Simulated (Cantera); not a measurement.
A closed system holds: 1 mol BN, a varied amount of HF, 2.9 mol H₂, held at 1625 K and 750 Torr.

Cantera equilibrium calculation (NASA polynomials, part measured and part estimated; ideal gas, pure solids and liquids). Candidate condensed phases: B, BN; 31 gas species. The tables' values for BF₂ are old estimates; treat these amounts as uncertain. Rates play no part.

log p: log10 of the partial pressure in bar; nothing condenses.

```csv
n(HF) (mol),log p HF,log p H₂,log p BF₃,log p N₂,log p BHF₂,log p BF₂
4.3,-0.74,-0.21,-0.86,-1.16,-3.12,-3.79
9.4,[?],[?],[?],[?],[?],-4.59
15,-0.17,-0.61,-1.25,-1.55,-4.48,-4.94
20,-0.13,-0.72,-1.36,-1.66,-4.74,-5.15
25,-0.10,-0.80,-1.45,-1.75,-4.94,-5.30
30,-0.09,-0.87,-1.52,-1.82,-5.10,-5.43
35,-0.07,-0.94,-1.58,-1.88,-5.23,-5.53
40,-0.06,[?],-1.63,[?],[?],-5.62
45,-0.06,-1.04,-1.68,-1.98,-5.45,-5.70
```

**Question.** Some entries are withheld; supply them.

**Answer.** 
- 9.4, log p HF: -0.28
- 9.4, log p H₂: -0.45
- 9.4, log p BF₃: -1.09
- 9.4, log p N₂: -1.39
- 9.4, log p BHF₂: -4.04
- 40, log p H₂: -0.99
- 40, log p N₂: -1.93
- 40, log p BHF₂: -5.35
